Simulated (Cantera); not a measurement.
Mixture: CH3OH : O2 : N2 = 1 : 2.88 : 10.8 (molar parts), equivalence ratio 0.52, at 26.6 atm, adiabatic and at constant pressure. Ignition delay is the time to a rise of 400 K.

Computed with Cantera and GRI-Mech 3.0 (53 species, 325 reactions). GRI-Mech 3.0 was tuned for natural gas; its chemistry of methanol as a main component is partial and can be far from experiment. The pressure lies above the range GRI-Mech 3.0 was tuned for (to about 10 atm).

Question: Predict: delay at 1175 K; delay at 1325 K; delay at 1475 K; delay at 1625 K; delay at 1775 K; apparent activation energy between 1700 and 1850 K.

Answer: 
```
Quantity                                                 Value
--------------------------------------------------  ----------
delay at 1175 K                                        1.36 ms
delay at 1325 K                                       0.134 ms
delay at 1475 K                                        23.7 µs
delay at 1625 K                                        6.48 µs
delay at 1775 K                                        2.33 µs
apparent activation energy between 1700 and 1850 K  160 kJ/mol
```
